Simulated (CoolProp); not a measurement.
A Linde-Hampson liquefier for CF4 (R14): isothermal reversible compression at 280 K from 1 atm to 20 MPa, throttling to 1 atm, return gas leaving the recuperator 5 K below the feed. Each further row changes one setting.

The numbers come from the reference Helmholtz-energy equation of state, Platzer 1990 in CoolProp. This equation is an older, rougher fit; its heat capacities, sound speeds and derivatives of the liquid may be far off and weren't checked against measurements.

| case | liquid yield per pass | compression work (kJ/kg of gas) |
|---|---|---|
| as stated | 0.320 | 121 |
| high pressure 40 MPa | ___ | ___ |
| warm-end temperature 310 K | ___ | 141 |
| warm-end gap 10 K | 0.310 | 121 |

### Question
What belongs in the gaps?

### Answer

- high pressure 40 MPa, liquid yield per pass: 0.332
- high pressure 40 MPa, compression work (kJ/kg of gas): 140
- warm-end temperature 310 K, liquid yield per pass: 0.237
